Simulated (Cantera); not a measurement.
A closed system holds: 1 mol SiHCl3, a varied amount of N2, equilibrated at 1273.15 K and 10.0 mbar.

Equilibrium computed with Cantera from the NASA thermochemical tables; the gas is ideal and each condensed phase is pure. Candidate condensed phases: NH4Cl, Si, Si3N4; 28 gas species. N2 is the only nitrogen source here; it is nearly inert below about 1500 K, so the nitride shown seldom forms there in practice. Equilibrium is a limit: real reactors are often held back by kinetics, nucleation or transport.

Q: What share of the Si ends up in condensed phases as a function of n(N2) (mol), at 15, 22, 30, 41, 58, 80, 110, 150, 210, 300?

A: 
```tsv
n(N2) (mol)	Si condensed (%)	as
15	44.3	Si3N4(s)
22	44.3	Si3N4(s)
30	44.1	Si3N4(s)
41	43.9	Si3N4(s)
58	43.6	Si3N4(s)
80	43.1	Si3N4(s)
110	42.6	Si3N4(s)
150	42.0	Si3N4(s)
210	41.2	Si3N4(s)
300	40.2	Si3N4(s)
```
